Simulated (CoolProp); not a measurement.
Vapour-liquid equilibrium of R22 (1) + acetone (2) at 263.8 K; x and y are mole fractions of (1).

Values from CoolProp's multi-fluid Helmholtz-energy mixture model, Kamei 1995 and Lemmon 2006; pair parameters Bell 2016.

### Question
Give the bubble pressure and the first vapour's composition at x = 0.05, 0.2, 0.8. Is there an azeotrope?

### Answer
x = 0.05: 0.2112 bar, y = 0.746; x = 0.2: 0.4915 bar, y = 0.902; x = 0.8: 2.580 bar, y = 0.997. No azeotrope shows between x = 0.05 and 0.95.

The pair parameters rest on a limited set of measurements; away from them the model extrapolates.
